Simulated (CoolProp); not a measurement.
Properties of methane along the isobar 101 bar (Tc = -82.6 °C, pc = 45.99 bar, ω = 0.011).

The numbers come from the reference Helmholtz-energy equation of state, Setzmann 1991 in CoolProp.

| T (°C) | phase | expansivity (1/kK) | viscosity (µPa s) |
|---|---|---|---|
| -140.35 | liquid | 3.594 | 87.2 |
| -125.05 | liquid | … | 68.4 |
| -109.65 | liquid | … | 54.3 |
| -94.35 | liquid | 6.734 | 43.0 |
| -78.95 | supercritical | 9.958 | 33.0 |
| -63.65 | supercritical | … | 24.1 |
| -48.35 | supercritical | 20.89 | 17.6 |
| -32.95 | supercritical | 14.94 | 14.9 |
| -17.65 | supercritical | … | 14.0 |
| -2.35 | supercritical | 8.211 | 13.7 |
| 13.05 | supercritical | 6.719 | 13.7 |
| 28.35 | supercritical | 5.726 | … |
| 43.65 | supercritical | 5.014 | 14.1 |
| 59.05 | supercritical | 4.474 | 14.4 |
| 74.35 | supercritical | 4.055 | 14.7 |

Task: Fill in the missing entries.

Result: 
- -125.05, expansivity (1/kK): 4.195
- -109.65, expansivity (1/kK): 5.133
- -63.65, expansivity (1/kK): 16.97
- -17.65, expansivity (1/kK): 10.63
- 28.35, viscosity (µPa s): 13.9

Viscosity comes from a separate model (Quiñones-Cisneros 2006).
